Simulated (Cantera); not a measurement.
An isothermal, constant-pressure homogeneous reactor starts with H₂ : O₂ : N₂ = 3.1 : 1 : 18 (molar parts), equivalence ratio 1.6, at 1100 K and 1.00 bar.

Cantera simulation using GRI-Mech 3.0 (53 species, 325 reactions); the numbers are that mechanism's predictions, not measurements. The temperature is held fixed by assumption; the heat of reaction is taken as removed at once.

x: mole fraction; the columns are a selection and need not sum to one.

```csv
t (s),x H₂,x O₂,x H₂O₂,x O,x OH,x NO
0.000300,0.0728,0.0155,(withheld),0.00116,0.000702,6.32e-7
0.000609,0.0489,3.62e-5,(withheld),9.16e-6,5.48e-5,1.84e-6
0.00123,0.0510,1.49e-6,(withheld),9.30e-7,1.87e-5,1.84e-6
0.00250,0.0516,2.08e-7,(withheld),1.67e-7,7.97e-6,1.82e-6
0.00508,0.0519,4.29e-8,8.50e-10,3.55e-8,3.68e-6,1.77e-6
0.0103,0.0520,1.02e-8,3.76e-10,8.07e-9,1.75e-6,1.66e-6
0.0209,0.0521,2.64e-9,1.58e-10,1.89e-9,8.45e-7,1.48e-6
0.0424,0.0521,7.21e-10,6.06e-11,4.47e-10,4.09e-7,1.24e-6
0.0861,0.0521,2.00e-10,2.06e-11,1.06e-10,1.99e-7,9.60e-7
0.175,0.0521,5.49e-11,6.26e-12,2.53e-11,9.72e-8,6.74e-7
0.354,0.0521,1.46e-11,1.78e-12,6.18e-12,4.83e-8,4.18e-7
0.719,0.0521,3.81e-12,<1e-12,1.56e-12,2.44e-8,2.28e-7
1.46,0.0521,<1e-12,<1e-12,<1e-12,1.24e-8,1.11e-7
2.96,0.0521,<1e-12,<1e-12,<1e-12,6.23e-9,4.99e-8
6.00,0.0521,<1e-12,<1e-12,<1e-12,3.11e-9,2.11e-8
```

**Question.** Fill in the missing entries.

**Answer.** 
- 0.000300, x H₂O₂: 6.19e-7
- 0.000609, x H₂O₂: 1.43e-8
- 0.00123, x H₂O₂: 4.62e-9
- 0.00250, x H₂O₂: 1.92e-9
